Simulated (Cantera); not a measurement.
An isothermal, constant-pressure homogeneous reactor starts with C₃H₈ : H₂ = 1 : 47 (molar parts), at 1575 K and 100.0 Torr. Integrator tolerance rtol = 1e-08.

Computed with Cantera and GRI-Mech 3.0 (53 species, 325 reactions). GRI-Mech 3.0 was tuned for natural gas; its chemistry of propane as a main component is partial and can be far from experiment. GRI-Mech 3.0 stops at C3 and has no aromatics, soot or wall deposition, so with more carbon than oxygen in the feed, carbon stays in small species such as C2H2 where larger ones or solid carbon would form.

**Question.** What does this change do: 1.9 parts H2O added?

**Answer.** 
```tsv
quantity	before	after
x(C₃H₈) at 20.0 s	2.89e-11 (gas-phase equilibrium 2.74e-11)	2.62e-11 (gas-phase equilibrium 4.53e-12)
x(H₂) at 20.0 s	0.966 (gas-phase equilibrium 0.966)	0.934 (gas-phase equilibrium 0.953)
x(CH₄) at 20.0 s	0.00832 (gas-phase equilibrium 0.00789)	0.00911 (gas-phase equilibrium 0.00429)
x(C₂H₂) at 20.0 s	0.0251 (gas-phase equilibrium 0.0253)	0.0201 (gas-phase equilibrium 0.00779)
x(C₂H₆) at 20.0 s	3.04e-7 (gas-phase equilibrium 2.90e-7)	3.07e-7 (gas-phase equilibrium 8.69e-8)
x(CH₂) at 20.0 s	2.07e-9 (gas-phase equilibrium 1.97e-9)	2.69e-9 (gas-phase equilibrium 1.09e-9)
```
